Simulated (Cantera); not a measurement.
## Premixed flame

A freely propagating, adiabatic, planar premixed flame of 22.7 % H2, 16.2 % O2, 61.1 % N2, equivalence ratio 0.70, unburnt at 548 K and 9.87 atm; mixture-averaged transport, grid criteria slope 0.08 and curve 0.16, no radiation.

Cantera simulation using the H2/O2 subset of GRI-Mech 3.0, which has no nitrogen chemistry; the numbers are that mechanism's predictions, not measurements. The hydrogen kinetics of GRI-Mech 3.0 are dated; newer H2 mechanisms differ, most at raised pressure. Burning velocities carry a grid error of a few per cent, more on coarse grids.

```
z (mm)    T (K)  u (m/s)      x H2    x O2      x OH     x H2O    x H2O2     x HO2
--------  -----  -------  --------  ------  --------  --------  --------  --------
-0.0911     548     1.90     0.225   0.163     <1e-8   1.40e-5   3.70e-8   1.06e-7
-0.0607     550     1.89     0.220   0.164     <1e-8  0.000109   3.45e-7   9.83e-7
-0.0456     555     1.89     0.212   0.165     <1e-8  0.000489   1.87e-6   5.34e-6
-0.0304     580     1.93     0.191   0.168   1.07e-8   0.00329   1.65e-5   4.90e-5
-0.0152     794     2.52     0.136   0.166   3.43e-5    0.0329  0.000188  0.000796
-0.00759   1136     3.54    0.0928   0.146  0.000614    0.0840  0.000232   0.00103
0          1514     4.68    0.0514   0.112   0.00265     0.148   2.65e-5  0.000574
0.00759    1766     5.45    0.0247  0.0844   0.00597     0.194   5.50e-6  0.000288
0.0152     1908     5.89    0.0128  0.0706   0.00828     0.215   3.78e-6  0.000159
0.0304     2039     6.28   0.00557  0.0626   0.00873     0.231   2.40e-6   6.82e-5
0.0607     2120     6.51   0.00218  0.0606   0.00643     0.239   1.39e-6   2.50e-5
0.121      2154     6.60  0.000730  0.0604   0.00406     0.243   8.04e-7   9.68e-6
0.243      2164     6.63  0.000345  0.0606   0.00299     0.244   6.15e-7   6.21e-6
```
x: mole fraction of selected species; z is measured from the peak of heat release.

```yaml
laminar_burning_velocity: 190 cm/s
thermal_thickness: 0.0304 mm
peak x(OH): 0.00897
peak x(H2O2): 0.000260
peak x(HO2): 0.00111
grid_points: 111
```
